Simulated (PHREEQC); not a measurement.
**Buffer: an equilibrium model**

Consider water at 30 °C with 6.4 mmol/kgw KH2PO4 and 2.7 mmol/kgw Na2CO3. Closed to the air; pH follows from the charge balance.

Computed with PHREEQC (ion-association model, wateq4f.dat).

Precipitation was switched off in this run.

### Question
Estimate the pH, ionic strength.

### Answer
pH 7.01; ionic strength 0.0148 mol/kgw.

### Question
In which forms is C present?

### Answer
HCO3- 84 %, CO2 16 % of the C.

Species that the database lacks are ignored. H3PO4, which wateq4f.dat lacks, is added to it with the constant of phreeqc.dat.
